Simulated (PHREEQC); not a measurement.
A solution holds 0.014 mol/kgw NH3, 2.1e-05 mol/kgw H4SiO4 and 0.0064 mol/kgw K3PO4, at 25 °C. Closed to the air; pH follows from the charge balance.

Model: ion-association model, wateq4f.dat, run in PHREEQC.

This is a speciation only: nothing precipitates in the calculation.

**Question.** Order these P species by the share of P that they hold, largest first: PO4-3, KHPO4-, HPO4-2.

**Answer.** HPO4-2 (71 %), PO4-3 (28 %), KHPO4- (1.4 %)

**Question.** Order these Si species by the share of Si that they hold, largest first: H2SiO4-2, H3SiO4-, H4SiO4.

**Answer.** H3SiO4- (95 %), H2SiO4-2 (4.0 %), H4SiO4 (1.4 %)

The pH is 11.60 and the ionic strength 0.0290 mol/kgw. H3PO4, which wateq4f.dat lacks, is added to it with the constant of phreeqc.dat.
